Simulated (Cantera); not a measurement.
Diamond growth

A diamond (100) surface in a fixed gas of H2 with x(CH4) = 0.011, x(CH3) = 2.1e-05, at 1323 K, 9.75 Torr; coverages are run to steady state.

Detailed kinetics in Cantera: the Harris–Goodwin 1993 mechanism for the reconstructed diamond (100) surface.

| x(H) | growth (µm/h) | θ c6HH | θ c6H* | θ c6*H | θ c6** |
|---|---|---|---|---|---|
| 0.0001 | 0.000346 | 0.671 | 0.0288 | 0.296 | 0.00394 |
| 0.00022 | 0.00173 | 0.556 | 0.0385 | 0.396 | 0.00996 |
| 0.0005 | 0.00648 | 0.467 | 0.0454 | 0.468 | 0.0201 |
| 0.0011 | 0.0159 | 0.415 | 0.0490 | 0.504 | 0.0313 |
| 0.0025 | 0.0288 | 0.387 | 0.0507 | 0.522 | 0.0407 |
| 0.0055 | 0.0407 | 0.374 | 0.0514 | 0.528 | 0.0465 |
| 0.012 | 0.0520 | 0.367 | 0.0517 | 0.531 | 0.0495 |
| 0.027 | 0.0674 | 0.364 | 0.0518 | 0.533 | 0.0511 |
| 0.06 | 0.0929 | 0.363 | 0.0520 | 0.533 | 0.0519 |
θ: site fractions in the mechanism's names (c6HH fully hydrogenated, c6H* and c6*H radical sites, c6** diradical, c6HM methylated).
